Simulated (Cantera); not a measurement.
Input: 1 mol Fe2O3, 0.12 mol SO2, 15 mol N2, held at 195 Torr.

Cantera equilibrium calculation (NASA polynomials, part measured and part estimated; ideal gas, pure solids and liquids). Candidate condensed phases: Fe, FeO, FeS, FeSO4, FeS2, Fe2O3, Fe2(SO4)3, Fe3O4, S; 19 gas species. Mutual solubility and eutectic melting of coexisting phases are not modelled. Kinetics and transport are ignored.

### Question
Which condensed phases are stable at each of these points (T (°C)): 1100, 1125, 1150, 1175, 1200, 1225, 1250, 1275, 1300, 1325, 1350, 1375, 1400, 1425?

### Answer
```tsv
T (°C)	condensed phases	Fe condensed (%)
1100	Fe2O3(s) + Fe3O4(s)	100.0
1125	Fe2O3(s) + Fe3O4(s)	100.0
1150	Fe2O3(s) + Fe3O4(s)	100.0
1175	Fe2O3(s) + Fe3O4(s)	100.0
1200	Fe2O3(s) + Fe3O4(s)	100.0
1225	Fe3O4(s)	100.0
1250	Fe3O4(s)	100.0
1275	Fe3O4(s)	100.0
1300	Fe3O4(s)	100.0
1325	Fe3O4(s)	100.0
1350	Fe3O4(s)	100.0
1375	Fe3O4(s)	100.0
1400	Fe3O4(s)	100.0
1425	Fe3O4(s)	100.0
```

From 1100 °C to 1200 °C the condensed part is Fe2O3(s) + Fe3O4(s). From 1225 °C to 1425 °C the condensed part is Fe3O4(s).
